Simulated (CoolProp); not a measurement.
Vapour pressure (kPa) of R236EA: the reference equation beside estimates from Tc = 412.4 K, pc = 3414 kPa, ω = 0.368.

Model: reference Helmholtz-energy equation of state, Rui 2013, in CoolProp.

```csv
T (K),reference,Lee-Kesler,Redlich-Kwong,Soave-Redlich-Kwong
283.7,120.7,120.6,257.2,120.5
291.2,160.5,160.7,321.0,160.5
298.8,210.6,___,396.5,___
306.3,271.2,272.3,482.7,272.3
313.8,344.3,346.0,581.3,346.4
321.4,432.9,435.2,694.8,436.4
328.9,536.3,539.2,821.1,541.7
336.5,659.2,662.5,964.4,666.9
344,800.3,803.7,1122,810.8
351.6,965.4,968.7,1298,979.2
359.1,1152,1155,1490,___
366.6,1365,1367,1699,1387
374.2,1611,1612,1931,1635
381.7,1884,___,2179,1912
389.3,2196,2197,2451,2225
```

**Question.** Some entries are withheld; supply them.

**Answer.** 
- 298.8, Lee-Kesler: 211.2
- 298.8, Soave-Redlich-Kwong: 211.1
- 359.1, Soave-Redlich-Kwong: 1170
- 381.7, Lee-Kesler: 1885

Absolute difference from the reference over all 15 rows, mean and median: Lee-Kesler 0.3 and 0.3 %, Redlich-Kwong 52.2 and 46.3 %, Soave-Redlich-Kwong 1.0 and 1.2 %.
